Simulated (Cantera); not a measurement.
Feed: 1 mol CHF3, 1.3 mol H2, equilibrated at 39.8 Torr.

Method: chemical equilibrium by Gibbs-energy minimisation in Cantera with the NASA 1993 tables (ideal gas, pure condensed phases). Candidate condensed phases: C, C6H6, C7H8, C8H18; 95 gas species. Kinetics and transport are ignored.

x: gas mole fraction; n: condensed amount in mol.

```tsv
T (K)	x HF	x H2	x H	x F	n C(graphite)
1950	0.908	0.0900	0.00149	…	1.000
2000	0.908	0.0897	0.00212	…	1.000
2050	0.908	0.0892	0.00294	…	0.999
2100	0.907	0.0886	0.00403	…	0.999
2150	0.907	0.0878	0.00543	…	0.999
2200	0.906	0.0868	0.00721	…	0.999
2250	0.905	0.0855	0.00943	…	0.998
2300	0.903	0.0840	0.0122	…	0.998
2350	0.902	0.0821	0.0155	…	0.997
2400	0.900	0.0799	0.0195	…	0.996
2450	0.897	0.0772	0.0243	…	0.995
2500	0.894	0.0742	0.0298	…	0.994
2550	0.891	0.0708	0.0360	…	0.993
2600	0.887	0.0670	0.0431	…	0.991
```

Problem. What belongs in the gaps?

Solution. 
- 1950, x F: 5.03e-6
- 2000, x F: 8.81e-6
- 2050, x F: 1.50e-5
- 2100, x F: 2.50e-5
- 2150, x F: 4.06e-5
- 2200, x F: 6.47e-5
- 2250, x F: 0.000101
- 2300, x F: 0.000156
- 2350, x F: 0.000235
- 2400, x F: 0.000350
- 2450, x F: 0.000516
- 2500, x F: 0.000749
- 2550, x F: 0.00108
- 2600, x F: 0.00153
